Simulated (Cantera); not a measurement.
A perfectly stirred reactor is fed with H₂ : O₂ : N₂ = 1 : 0.735 : 3.6 (molar parts), at 10.0 bar; it is adiabatic with a 400 K inlet, and is followed from long to short residence time, starting on the burning branch (τ in s: 0.028, 0.012, 0.0048, 0.002, 0.00081, 0.00034, 0.00014, 5.8e-05, 2.4e-05, 9.8e-06).

Model: the H2/O2 subset of GRI-Mech 3.0, which has no nitrogen chemistry, integrated in Cantera. The hydrogen kinetics of GRI-Mech 3.0 are dated; newer H2 mechanisms differ, most at raised pressure.

One state of this run: T (K) = 1669; x H₂ = 0.0161; x O₂ = 0.0546; x HO₂ = 0.000215; x OH = 0.00410; x O = 0.00199. x: mole fraction; the columns are a selection and need not sum to one.

Task: Which value of τ (s) does it belong to?
A. 0.0048
B. 9.8e-6
C. 5.8e-5
D. 0.0020

Result: B, 9.8e-6
